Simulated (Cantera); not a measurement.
An adiabatic, constant-volume homogeneous reactor starts with CO : H₂ : O₂ : N₂ = 1 : 0.25 : 0.298 : 1.12 (molar parts), equivalence ratio 2.1, at 1098 K and 8.29 atm.

Cantera simulation using GRI-Mech 3.0 (53 species, 325 reactions); the numbers are that mechanism's predictions, not measurements. The hydrogen kinetics of GRI-Mech 3.0 are dated; newer H2 mechanisms differ, most at raised pressure.

Task: Predict: time of steepest temperature rise; temperature at 6.00 s; equilibrium temperature; x(CO) at 6.00 s; x(H₂) at 6.00 s; x(O₂) at 6.00 s; x(H₂O) at 6.00 s; x(NO) at 6.00 s; x(H) at 6.00 s.

Result: 
- time of steepest temperature rise: 0.183 ms
- temperature at 6.00 s: 2978 K
- equilibrium temperature: 2978 K
- x(CO) at 6.00 s: 0.263 (gas-phase equilibrium 0.263)
- x(H₂) at 6.00 s: 0.0186 (gas-phase equilibrium 0.0186)
- x(O₂) at 6.00 s: 0.00161 (gas-phase equilibrium 0.00161)
- x(H₂O) at 6.00 s: 0.0805 (gas-phase equilibrium 0.0805)
- x(NO) at 6.00 s: 0.00315 (gas-phase equilibrium 0.00315)
- x(H) at 6.00 s: 0.00449 (gas-phase equilibrium 0.00449)
